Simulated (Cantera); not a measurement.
Adiabatic ignition

An adiabatic, constant-pressure homogeneous reactor starts with 29.4 % H2, 7.35 % O2, 63.2 % N2, at 1273 K and 2000000 Pa.

Detailed kinetics in Cantera: GRI-Mech 3.0 (53 species, 325 reactions). The hydrogen kinetics of GRI-Mech 3.0 are dated; newer H2 mechanisms differ, most at raised pressure. The pressure lies above the range GRI-Mech 3.0 was tuned for (to about 10 atm).

```csv
t (s),T (K),x H2,x O2,x N2O,x NO,x H2O2
3.00e-6,1273,0.294,0.0735,1.48e-12,<1e-12,1.02e-7
1.19e-5,1273,0.294,0.0735,4.45e-11,<1e-12,3.39e-6
4.75e-5,2318,0.158,9.54e-7,4.71e-9,1.20e-5,5.08e-9
0.000189,2323,0.158,2.84e-7,3.60e-9,8.18e-6,1.77e-9
0.000754,2323,0.158,2.84e-7,3.62e-9,8.78e-6,1.77e-9
0.00300,2323,0.158,2.84e-7,3.73e-9,1.13e-5,1.77e-9
0.0119,2323,0.158,2.84e-7,4.01e-9,1.63e-5,1.77e-9
0.0475,2323,0.158,2.84e-7,4.12e-9,1.78e-5,1.77e-9
0.189,2323,0.158,2.84e-7,4.12e-9,1.78e-5,1.77e-9
0.754,2323,0.158,2.84e-7,4.12e-9,1.78e-5,1.77e-9
3.00,2323,0.158,2.84e-7,4.12e-9,1.78e-5,1.77e-9
```
x: mole fraction; the columns are a selection and need not sum to one.

- time of steepest temperature rise = 29.7 µs
- temperature at 3.00 s = 2323 K
- equilibrium temperature = 2323 K
- x(H2) at 3.00 s = 0.158 (gas-phase equilibrium 0.158)
- x(O2) at 3.00 s = 2.84e-7 (gas-phase equilibrium 2.84e-7)
- x(N2O) at 3.00 s = 4.12e-9 (gas-phase equilibrium 4.12e-9)
